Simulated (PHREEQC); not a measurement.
## Reverse-osmosis permeate: an equilibrium model

Synthetic water in mmol/kgw, 25 °C, pH 6.73, pe -0.1:

```json
[
 {"constituent": "Na", "mmol/kgw": "0.169"},
 {"constituent": "K", "mmol/kgw": "0.0204"},
 {"constituent": "Ca", "mmol/kgw": "0.251"},
 {"constituent": "Mg", "mmol/kgw": "0.0257"},
 {"constituent": "Cl", "mmol/kgw": "0.139"},
 {"constituent": "S(6)", "mmol/kgw": "0.106"},
 {"constituent": "Alkalinity (meq/kgw)", "mmol/kgw": "0.402"},
 {"constituent": "B", "mmol/kgw": "7.59e-05"}
]
```

Valence states are taken as typed.

The numbers come from PHREEQC with the ion-association model, phreeqc.dat.

No solid was allowed to form.

Q: Predict the charge-balance error.

A: charge-balance error -0.7 %.

Q: In which forms is Ca present?

A: Ca+2 98 %, CaSO4 1.3 % of the Ca.

Complexes and solids missing from the database can't appear.
